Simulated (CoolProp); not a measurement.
Vapour-liquid equilibrium of ethylene (1) + propylene (2) at 53.2 kPa; x and y are mole fractions of (1).

Computed with CoolProp (multi-fluid Helmholtz-energy mixture model, Smukala 2000 and Lemmon 2013; pair parameters Bell 2016).

Question: Give the bubble temperature and the first vapour's composition at x = 0.25, 0.65, 0.75. Is there an azeotrope?

Answer: x = 0.25: 179.6 K, y = 0.902; x = 0.65: 165.1 K, y = 0.985; x = 0.75: 163.2 K, y = 0.991. No azeotrope shows between x = 0.05 and 0.95.

The pair parameters rest on a limited set of measurements; away from them the model extrapolates.
